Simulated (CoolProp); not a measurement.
Properties of n-octane along the isobar 1.64 bar (Tc = 568.7 K, pc = 24.84 bar, ω = 0.398).

Values from CoolProp's reference Helmholtz-energy equation of state, Beckmüller 2019.

```tsv
T (K)	phase	Z	speed of sound (m/s)	isothermal compressibility (1/MPa)	fugacity coefficient
405.1	liquid	0.009190	752.5	0.003568	0.6917
411.8	liquid	0.009140	727.2	0.003862	0.8172
418.6	gas	0.9225	164.6	6.655	0.9282
425.4	gas	0.9274	166.7	6.613	0.9324
432.2	gas	0.9319	168.8	6.575	0.9363
438.9	gas	0.9359	170.8	6.543	0.9398
445.7	gas	0.9397	172.7	6.513	0.9431
452.5	gas	0.9432	174.6	6.485	0.9462
459.3	gas	0.9464	176.4	6.461	0.9490
466	gas	0.9493	178.2	6.439	0.9516
472.8	gas	0.9520	179.9	6.418	0.9541
479.6	gas	0.9545	181.6	6.400	0.9564
486.3	gas	0.9568	183.3	6.383	0.9585
```
